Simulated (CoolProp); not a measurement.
The numbers come from the reference Helmholtz-energy equation of state, Wagner 2002 in CoolProp.

Problem. For water, give the phase and the cp (kJ/(kg K)), cv (kJ/(kg K)), speed of sound (m/s) at 527.35 °C and 0.376 MPa; 527.35 °C and 0.713 MPa.

Solution. 
- 527.35 °C and 0.376 MPa: gas; cp 2.16, cv 1.69, speed of sound 685
- 527.35 °C and 0.713 MPa: gas; cp 2.17, cv 1.70, speed of sound 684
